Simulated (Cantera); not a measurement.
Feed: 1 mol SiCl4, 0.62 mol Cl2, 0.77 mol H2, equilibrated at 1200 K and 11.0 bar.

Equilibrium computed with Cantera from the NASA thermochemical tables; the gas is ideal and each condensed phase is pure. Candidate condensed phases: Si; 19 gas species. The tables' values for SiCl3 are old estimates; treat these amounts as uncertain. Rates play no part.

Base state: HCl 0.520, SiCl4 0.417, H2 0.0613, SiHCl3 0.00134, SiCl3 0.000240 (mole fractions); condensed: gas only.

**Question.** What changes in the equilibrium state with this change: SiCl4 replaced by Si?

**Answer.** 
```tsv
species	before	after
H2	0.0613	0.645
SiCl4	0.417	0.182
SiHCl3	0.00134	0.126
HCl	0.520	0.0253
SiH2Cl2	5.60e-7	0.0115
SiH3Cl	<1e-9	0.000284
SiCl2	1.21e-6	0.00235
SiCl3	0.000240	0.00698
Si(s), mol	0	0.654
```
